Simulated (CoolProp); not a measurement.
Saturated liquid density (kg/m³) of R21: the reference equation beside estimates from Tc = 452.7 K, pc = 5289 kPa, ω = 0.206. Rackett uses Z = 0.29056 − 0.08775 ω.

Values from CoolProp's reference Helmholtz-energy equation of state, Platzer 1990. This equation is an older, rougher fit; its heat capacities, sound speeds and derivatives of the liquid may be far off and weren't checked against measurements.

```
T (K)  reference  Rackett  Redlich-Kwong
-----  ---------  -------  -------------
230.5       1518     1533           1400
233.1       1512     1528           1394
235.8       1507     1522           1389
238.4       1501     1517           1384
241         1496     1511           1379
243.6        ___     1506           1373
246.3       1484     1500           1368
248.9       1479     1494           1362
251.5       1473     1489           1357
254.2       1467     1483           1351
256.8       1462     1477           1345
259.4        ___     1471           1340
262          ___     1465           1334
264.7        ___     1459           1328
```

Problem. What belongs in the gaps?

Solution. 
- 243.6, reference: 1490
- 259.4, reference: 1456
- 262, reference: 1450
- 264.7, reference: 1444

Absolute difference from the reference over all 14 rows, mean and median: Rackett 1.0 and 1.0 %, Redlich-Kwong 7.9 and 7.9 %.
